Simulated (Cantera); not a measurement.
**Ignition delay**

Mixture: CH₄ : CO : O₂ : N₂ = 1 : 0.076 : 3.85 : 14.5 (molar parts), equivalence ratio 0.53, at 4.93 atm, adiabatic and at constant volume. Ignition delay is the time to a rise of 400 K.

Model: GRI-Mech 3.0 (53 species, 325 reactions), integrated in Cantera.

```json
[
 {"T0 (K)": "1125", "delay (ms)": "21.0"},
 {"T0 (K)": "1225", "delay (ms)": "5.34"},
 {"T0 (K)": "1325", "delay (ms)": "1.58"},
 {"T0 (K)": "1425", "delay (ms)": "0.528"},
 {"T0 (K)": "1525", "delay (ms)": "0.200"},
 {"T0 (K)": "1625", "delay (ms)": "0.0853"},
 {"T0 (K)": "1725", "delay (ms)": "0.0407"},
 {"T0 (K)": "1825", "delay (ms)": "0.0214"},
 {"T0 (K)": "1925", "delay (ms)": "0.0122"}
]
```

| Item | Value |
|---|---|
| apparent activation energy between 1725 and 1925 K | 170 kJ/mol |
